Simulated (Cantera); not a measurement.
An adiabatic, constant-volume homogeneous reactor starts with C3H8 : O2 : N2 = 1 : 6.25 : 23.5 (molar parts), at 1475 K and 1000000 Pa. Integrator tolerance rtol = 1e-08.

Cantera simulation using GRI-Mech 3.0 (53 species, 325 reactions); the numbers are that mechanism's predictions, not measurements. GRI-Mech 3.0 was tuned for natural gas; its chemistry of propane as a main component is partial and can be far from experiment. Above 3000 K some thermodynamic fits are extrapolated.

### Question
What does this change do: constant pressure in place of constant volume?

### Answer
```csv
quantity,before,after
time of steepest temperature rise,24.4 µs,27.0 µs
temperature at 0.700 s,3018 K,2799 K
equilibrium temperature,3018 K,2799 K
x(C3H8) at 0.700 s,<1e-12 (gas-phase equilibrium <1e-12),<1e-12 (gas-phase equilibrium <1e-12)
x(O2) at 0.700 s,0.0381 (gas-phase equilibrium 0.0381),0.0379 (gas-phase equilibrium 0.0379)
x(OH) at 0.700 s,0.0173 (gas-phase equilibrium 0.0173),0.0130 (gas-phase equilibrium 0.0130)
x(C2H4) at 0.700 s,<1e-12 (gas-phase equilibrium <1e-12),<1e-12 (gas-phase equilibrium <1e-12)
x(NO) at 0.700 s,0.0198 (gas-phase equilibrium 0.0198),0.0150 (gas-phase equilibrium 0.0150)
x(CH2O) at 0.700 s,1.29e-9 (gas-phase equilibrium 1.29e-9),2.95e-10 (gas-phase equilibrium 2.95e-10)
```
